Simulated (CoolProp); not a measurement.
Propylene along the isobar 15.3 MPa: density (kg/m³) from the reference equation and from simpler models built on Tc = 91.1 °C, pc = 4.555 MPa, ω = 0.146; each cubic takes its own stable root.

Computed with CoolProp (reference Helmholtz-energy equation of state, Lemmon 2013).

| T (°C) | phase | reference | van der Waals | Redlich-Kwong | Soave-Redlich-Kwong | Peng-Robinson |
|---|---|---|---|---|---|---|
| 46.65 | liquid | 513.2 | 356.9 | 476.5 | 482.0 | 541.0 |
| 54.65 | liquid | 502.3 | 351.8 | 465.5 | 470.4 | 527.5 |
| 62.65 | liquid | 491.0 | 346.7 | 454.3 | 458.3 | 513.4 |
| 70.55 | liquid | 479.5 | 341.5 | 443.0 | 446.1 | 499.0 |
| 78.55 | liquid | 467.5 | 336.2 | 431.2 | 433.2 | 483.9 |
| 86.55 | liquid | 455.1 | 330.7 | 419.2 | 420.0 | 468.2 |
| 94.45 | supercritical | 442.3 | 325.2 | 407.1 | 406.5 | 452.2 |
| 102.45 | supercritical | 429.0 | 319.5 | 394.6 | 392.5 | 435.5 |
| 110.45 | supercritical | 415.0 | 313.7 | 382.0 | 378.1 | 418.4 |
| 118.45 | supercritical | 400.6 | 307.8 | 369.1 | 363.5 | 401.0 |
| 126.35 | supercritical | 385.8 | 301.9 | 356.3 | 348.8 | 383.6 |
| 134.35 | supercritical | 370.4 | 295.8 | 343.3 | 333.9 | 365.9 |
